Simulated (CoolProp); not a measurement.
Properties of dimethyl ether along the isotherm 202.9 K (Tc = 400.4 K, pc = 5337 kPa, ω = 0.196).

The numbers come from the reference Helmholtz-energy equation of state, Wu 2011 in CoolProp.

```
p (kPa)   phase  speed of sound (m/s)  expansivity (1/kK)  fugacity coefficient
-------  ------  --------------------  ------------------  --------------------
25.3     liquid                  1403               1.589                0.3250
40.9     liquid                  1403               1.589                0.2011
66.1     liquid                  1403               1.589                0.1246
107      liquid                  1403               1.588               0.07706
172      liquid                  1404               1.588               0.04805
279      liquid                  1404               1.587               0.02973
450      liquid                  1405               1.585               0.01854
727      liquid                  1406               1.582               0.01159
1170     liquid                  1409               1.578              0.007310
1900     liquid                  1412               1.571              0.004615
3070     liquid                  1418               1.560              0.002973
4950     liquid                  1427               1.543              0.001967
8000     liquid                  1441               1.516              0.001350
```
